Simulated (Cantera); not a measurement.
What does this Cantera script print?

```python
import numpy as np
import cantera as ct

gas_names = [...]  # 47 gases of nasa_gas.yaml made of Cl, H, N, O, Si
cond_names = """
    H2O(s) H2O(L) NH4CL(a) NH4CL(b) Si(cr) Si(L) SiO2(Lqz) SiO2(hqz) SiO2(L) Si2N2O(s) Si3N4(a)
""".split()


# ... load() reads the species with a 1 bar reference pressure and builds the phases ...
atoms = {
    'SiH2Cl2': {'Si': 1, 'H': 2, 'CL': 2},
    'N2O': {'N': 2, 'O': 1},
    'N2': {'N': 2},
}
top_T = {'Si2N2O(s)': 2100, 'Si3N4(a)': 2400}  # K; cautious upper limits of use, not melting points


# ... equilibrate(T, P, feed) seeds the gas with the atoms and calls Mixture.equilibrate('TP', solver="vcs", rtol=1e-11, max_steps=5000) ...
results = []
T = 1373.15  # K
P = 1000  # Pa
for m in [18, 26, 36, 50, 70, 98, 140]:
    feed = {'SiH2Cl2': 1, 'N2O': 3.2, 'N2': m}  # mol
    mix = equilibrate(T, P, feed)
    results.append((T, P, feed, dict(zip(mix.species_names, mix.species_moles))))

top = {s: max(r[3][s] / sum(r[3][g] for g in gas_names) for r in results) for s in gas_names}
cols = sorted((s for s in top if top[s] > 0.0001), key=lambda s: -top[s])[:8]
seen = [c for c in cond_names if any(r[3].get(c, 0) > 1e-12 for r in results)]
print("log10 of partial pressures in bar; condensed amounts in mol")
print(f"{'n(N2)':>10s}" + "".join(f"{s[:9]:>10s}" for s in cols + seen))
for T, P, feed, n in results:
    ng = sum(n[g] for g in gas_names)
    print(f"{feed['N2']:10.4g}" + "".join(f"{np.log10(max(n[s] / ng * P / 1e5, 1e-99)):10.3f}" for s in cols)
          + "".join(f"{n.get(c, 0):10.4g}" for c in seen))
```

Output:

```
log10 of partial pressures in bar; condensed amounts in mol
     n(N2)        N2       HCL        O2        CL       H2O       CL2        NO SiO2(hqz)
        18    -2.051    -3.125    -3.641    -4.153    -4.353    -5.031    -5.662         1
        26    -2.038    -3.251    -3.768    -4.253    -4.471    -5.229    -5.719         1
        36    -2.028    -3.371    -3.888    -4.347    -4.581    -5.419    -5.774         1
        50    -2.021    -3.498    -4.015    -4.449    -4.695    -5.621    -5.834         1
        70    -2.015    -3.633    -4.150    -4.557    -4.815    -5.838    -5.899         1
        98    -2.011    -3.771    -4.289    -4.669    -4.937    -6.063    -5.966         1
       140    -2.008    -3.921    -4.439    -4.792    -5.068    -6.307    -6.040         1
```

Method: chemical equilibrium by Gibbs-energy minimisation in Cantera with the NASA 1993 tables (ideal gas, pure condensed phases). The tables hold silica as quartz up to 1696 K and as liquid above; real silica turns to tridymite and cristobalite and melts near 1996 K.
